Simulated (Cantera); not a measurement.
Adiabatic ignition

An adiabatic, constant-volume homogeneous reactor starts with 2.24 % CH4, 2.01 % H2, 8.70 % O2, 87.0 % N2, equivalence ratio 0.63, at 1775 K and 7.20 atm.

Detailed kinetics in Cantera: GRI-Mech 3.0 (53 species, 325 reactions).

```csv
t (s),T (K),P (bar),x CH4,x H2,x O2,x NO2,x CO2,x HO2
7.00e-6,1782,7.33,0.0206,0.0195,0.0858,2.76e-12,2.34e-5,4.15e-5
1.32e-5,2182,9.08,8.49e-6,0.00568,0.0398,1.05e-8,0.00397,2.73e-5
2.51e-5,2436,9.99,<1e-12,0.00191,0.0330,1.49e-7,0.0177,8.03e-6
4.74e-5,2499,10.2,<1e-12,0.000865,0.0322,2.19e-7,0.0205,5.35e-6
8.98e-5,2509,10.2,<1e-12,0.000694,0.0320,3.16e-7,0.0211,5.07e-6
0.000170,2510,10.2,<1e-12,0.000686,0.0319,5.23e-7,0.0211,5.04e-6
0.000321,2509,10.2,<1e-12,0.000685,0.0317,9.04e-7,0.0211,5.01e-6
0.000608,2507,10.2,<1e-12,0.000683,0.0314,1.58e-6,0.0211,4.95e-6
0.00115,2504,10.2,<1e-12,0.000681,0.0309,2.70e-6,0.0211,4.86e-6
0.00218,2500,10.2,<1e-12,0.000677,0.0301,4.37e-6,0.0211,4.72e-6
0.00412,2495,10.2,<1e-12,0.000673,0.0292,6.38e-6,0.0211,4.54e-6
0.00780,2491,10.2,<1e-12,0.000669,0.0284,8.10e-6,0.0212,4.40e-6
0.0148,2489,10.2,<1e-12,0.000667,0.0280,8.91e-6,0.0212,4.33e-6
0.0279,2489,10.2,<1e-12,0.000667,0.0279,9.04e-6,0.0212,4.32e-6
0.0528,2488,10.2,<1e-12,0.000667,0.0279,9.05e-6,0.0212,4.31e-6
0.100,2488,10.2,<1e-12,0.000667,0.0279,9.05e-6,0.0212,4.31e-6
```
x: mole fraction; the columns are a selection and need not sum to one.

The time of steepest temperature rise is 12.5 µs. The temperature at 0.100 s is 2488 K, the equilibrium temperature is 2488 K and the x(CH4) at 0.100 s is <1e-12 (gas-phase equilibrium <1e-12). The x(H2) at 0.100 s comes out as 0.000667 (gas-phase equilibrium 0.000667) and the x(O2) at 0.100 s is 0.0279 (gas-phase equilibrium 0.0279).
